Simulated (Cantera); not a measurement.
Feed: 1 mol SiH2Cl2, 0.0062 mol C3H8, 72 mol H2, at 1500 °C and 1330 Pa.

Cantera equilibrium calculation (NASA polynomials, part measured and part estimated; ideal gas, pure solids and liquids). Candidate condensed phases: C, C6H6, C7H8, C8H18, Si, SiC; 109 gas species. Mutual solubility and eutectic melting of coexisting phases are not modelled. The tables' values for SiCl are old estimates; treat these amounts as uncertain. Gases not in the tables: Si2H6 and higher silanes. Rates play no part.

Base state: H2 0.972, HCl 0.0233, H 0.00243, SiCl2 0.00179, Si 0.000160, Cl 4.47e-5, SiCl 4.44e-5, SiH2 2.40e-5 (mole fractions); condensed: Si(l) + SiC(s).

Question: What changes in the equilibrium state with this change: temperature from 1500 °C to 1950 °C?

Answer: 
```
species             before     after
----------------  --------  --------
H2                   0.972     0.909
H                  0.00243    0.0529
HCl                 0.0233    0.0238
Si                0.000160    0.0111
C2H2 (acetylene)   6.14e-8   2.15e-5
Si2C               1.47e-6  0.000179
Si2                8.89e-7   6.01e-5
Si(l), mol           0.829         0
SiC(s), mol         0.0185         0
```
